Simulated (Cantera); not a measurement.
A perfectly stirred reactor is fed with 0.902 % CH3OH, 1.08 % O2, 98.0 % N2, at 19.0 bar; it is held at 1050 K, and followed from long to short residence time.

Computed with Cantera and GRI-Mech 3.0 (53 species, 325 reactions). GRI-Mech 3.0 was tuned for natural gas; its chemistry of methanol as a main component is partial and can be far from experiment. The pressure lies above the range GRI-Mech 3.0 was tuned for (to about 10 atm).

Question: Predict: x(CH3OH) at τ = 17.0 s; x(O2) at τ = 17.0 s; x(CH3OH) at τ = 0.310 s; x(O2) at τ = 0.310 s; x(CH2CO) at τ = 0.310 s.

Answer: 
```json
{
 "x(CH3OH) at τ = 17.0 s": "1.45e-5",
 "x(O2) at τ = 17.0 s": "6.31e-5",
 "x(CH3OH) at τ = 0.310 s": "0.000224",
 "x(O2) at τ = 0.310 s": "0.00102",
 "x(CH2CO) at τ = 0.310 s": "3.68e-9"
}
```
